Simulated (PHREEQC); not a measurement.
Solution (20 °C): 12 mmol/kgw Na2HPO4. Closed to the air; pH follows from the charge balance.

The numbers come from PHREEQC with the ion-association model, wateq4f.dat.

Task: The ionic strength comes out as 0.0355 mol/kgw. What activity coefficients do HPO4-2, H2PO4-, NaHPO4-, PO4-3, Na+ get?

Result: HPO4-2 0.51, H2PO4- 0.85, NaHPO4- 0.85, PO4-3 0.22, Na+ 0.84.

No solid was allowed to form. H3PO4, which wateq4f.dat lacks, is added to it with the constant of phreeqc.dat.
